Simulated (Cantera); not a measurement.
What does this Cantera script print?

```python
import numpy as np
import cantera as ct

gas = ct.Solution("gri30.yaml")
gas.TPX = 1375, 56000, {'CH4': 1, 'O2': 3.51, 'N2': 13.2}
reactor = ct.IdealGasReactor(gas, energy="on", clone=False)
net = ct.ReactorNet([reactor])
net.rtol, net.atol = 1e-08, 1e-16
show = ['CH4', 'O2', 'C2H2', 'CH3', 'CH2CO', 'C2H', 'CO']
times = np.geomspace(3e-06, 0.2, 10)

steps = ct.SolutionArray(gas, extra=["t"])
rows = []
print(f"{'t/s':>10s}{'T/K':>9s}{'P/Pa':>11s}" + "".join(f"{s:>11s}" for s in show))
for t in times:
    while net.time < t:
        t_next = net.step()
        steps.append(gas.state, t=t_next)
    rows.append([np.interp(t, steps.t, y) for y in (steps.T, steps.P, *steps(*show).X.T)])
    print(f"{t:10.3e}{rows[-1][0]:9.1f}{rows[-1][1]:11.4g}" + "".join(f"{x:11.3e}" for x in rows[-1][2:]))
rate = np.gradient(steps.T, steps.t)
print("integrator steps:", len(steps.t))
if steps.T.max() > steps.T[0] + 200:
    print(f"time of steepest temperature rise: {steps.t[rate.argmax()]:.4e} s")
gas.TPX = 1375, 56000, {'CH4': 1, 'O2': 3.51, 'N2': 13.2}
gas.equilibrate("UV")
print(f"equilibrium (UV): T = {gas.T:.1f} K  " + "  ".join(f"{s} {gas[s].X[0]:.3e}" for s in show))
```

It prints:

```
       t/s      T/K       P/Pa        CH4         O2       C2H2        CH3      CH2CO        C2H         CO
 3.000e-06   1375.0    5.6e+04  5.647e-02  1.982e-01  4.980e-23  1.825e-08  2.965e-25  2.704e-33  3.154e-15
 1.031e-05   1375.0    5.6e+04  5.647e-02  1.982e-01  1.871e-20  6.772e-08  3.599e-22  2.197e-30  1.278e-13
 3.541e-05   1375.0    5.6e+04  5.647e-02  1.982e-01  4.943e-18  2.478e-07  1.948e-19  1.036e-27  4.740e-12
 1.216e-04   1375.0    5.6e+04  5.646e-02  1.982e-01  1.002e-15  9.814e-07  1.098e-16  6.204e-25  2.066e-10
 4.179e-04   1375.0    5.6e+04  5.646e-02  1.982e-01  2.788e-13  5.247e-06  1.345e-13  8.209e-22  1.300e-08
 1.436e-03   1375.3  5.601e+04  5.635e-02  1.981e-01  2.674e-10  4.449e-05  7.687e-10  6.410e-18  2.279e-06
 4.932e-03   1420.1  5.791e+04  4.988e-02  1.931e-01  2.221e-06  4.294e-04  1.594e-05  4.468e-12  1.806e-03
 1.695e-02   2573.2  1.062e+05  4.777e-18  7.754e-02  1.209e-21  5.183e-17  4.783e-20  6.373e-23  8.824e-03
 5.822e-02   2570.3  1.061e+05  4.693e-18  7.666e-02  1.163e-21  5.052e-17  4.639e-20  6.044e-23  8.763e-03
 2.000e-01   2570.3  1.061e+05  4.693e-18  7.666e-02  1.163e-21  5.052e-17  4.639e-20  6.044e-23  8.763e-03
integrator steps: 1837
time of steepest temperature rise: 5.3181e-03 s
equilibrium (UV): T = 2570.3 K  CH4 6.789e-18  O2 7.666e-02  C2H2 1.291e-21  CH3 7.308e-17  CH2CO 5.543e-20  C2H 6.549e-23  CO 8.763e-03
```

Model: GRI-Mech 3.0 (53 species, 325 reactions), integrated in Cantera.
